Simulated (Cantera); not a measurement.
**Chlorosilane synthesis and conversion: SiCl₄ + Cl₂ + H₂ + HCl**

A closed system holds: 1 mol SiCl₄, 0.64 mol Cl₂, 3.7 mol H₂, 0.6 mol HCl, at 2.60 bar.

These are equilibrium values from Cantera (NASA tables, ideal gas, pure condensed phases), not measurements of a reactor. Candidate condensed phases: Si; 19 gas species. The tables' values for SiCl₃ are old estimates; treat these amounts as uncertain. Equilibrium is a limit: real reactors are often held back by kinetics, nucleation or transport.

From 823 K to 1373 K nothing is condensed. The main Si-bearing gas is SiCl₄ throughout.

| T (K) | x H₂ | x HCl | x SiCl₄ | x SiHCl₃ |
|---|---|---|---|---|
| 823 | 0.515 | 0.317 | 0.168 | 0.000329 |
| 873 | 0.515 | 0.317 | 0.168 | 0.000583 |
| 923 | 0.514 | 0.317 | 0.167 | 0.000966 |
| 973 | 0.514 | 0.318 | 0.167 | 0.00151 |
| 1023 | 0.513 | 0.319 | 0.166 | 0.00226 |
| 1073 | 0.512 | 0.320 | 0.165 | 0.00323 |
| 1123 | 0.510 | 0.321 | 0.164 | 0.00446 |
| 1173 | 0.509 | 0.323 | 0.162 | 0.00593 |
| 1223 | 0.506 | 0.325 | 0.159 | 0.00765 |
| 1273 | 0.503 | 0.328 | 0.156 | 0.00956 |
| 1323 | 0.499 | 0.333 | 0.152 | 0.0116 |
| 1373 | 0.494 | 0.338 | 0.146 | 0.0135 |
x: gas mole fraction; nothing condenses.
